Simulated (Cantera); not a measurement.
# Thermodynamics of carbon deposition, reforming and gasification, feed CH4 + H2O + N2

Charge: 1 mol CH4, 0.83 mol H2O, 7.8 mol N2, equilibrated at 1.10 mbar.

Equilibrium computed with Cantera from the NASA thermochemical tables; the gas is ideal and each condensed phase is pure. Candidate condensed phases: C, C6H6, C7H8, C8H18, H2O; 136 gas species. Kinetics and transport are ignored.

From 798 K to 2148 K the condensed part is C(graphite). From 2298 K to 2448 K nothing is condensed. The main C-bearing gas is CO throughout.

| T (K) | log p N2 | log p H2 | log p H | log p CO | log p HCN | log p HNC | log p CN | n C(graphite) |
|---|---|---|---|---|---|---|---|---|
| 798 | -3.13 | -3.57 | -13.36 | -4.11 | -10.40 | -14.03 | <-14 | 0.181 |
| 948 | -3.13 | -3.57 | -11.06 | -4.10 | -9.01 | -12.02 | <-14 | 0.170 |
| 1098 | -3.13 | -3.57 | -9.39 | -4.10 | -8.01 | -10.56 | <-14 | 0.170 |
| 1248 | -3.13 | -3.57 | -8.11 | -4.10 | -7.25 | -9.45 | -14.68 | 0.169 |
| 1398 | -3.13 | -3.57 | -7.11 | -4.10 | -6.66 | -8.58 | -12.71 | 0.168 |
| 1548 | -3.13 | -3.57 | -6.30 | -4.10 | -6.18 | -7.89 | -11.13 | 0.163 |
| 1698 | -3.13 | -3.57 | -5.62 | -4.10 | -5.79 | -7.32 | -9.83 | 0.152 |
| 1848 | -3.13 | -3.58 | -5.06 | -4.10 | -5.47 | -6.84 | -8.75 | 0.131 |
| 1998 | -3.13 | -3.60 | -4.59 | -4.10 | -5.20 | -6.45 | -7.83 | 0.0955 |
| 2148 | -3.14 | -3.64 | -4.20 | -4.11 | -4.99 | -6.13 | -7.04 | 0.0415 |
| 2298 | -3.16 | -3.74 | -3.89 | -4.13 | -4.90 | -5.94 | -6.42 | 0 |
| 2448 | -3.18 | -3.90 | -3.65 | -4.15 | -4.95 | -5.91 | -5.97 | 0 |
log p: log10 of the partial pressure in bar; n: condensed amount in mol.
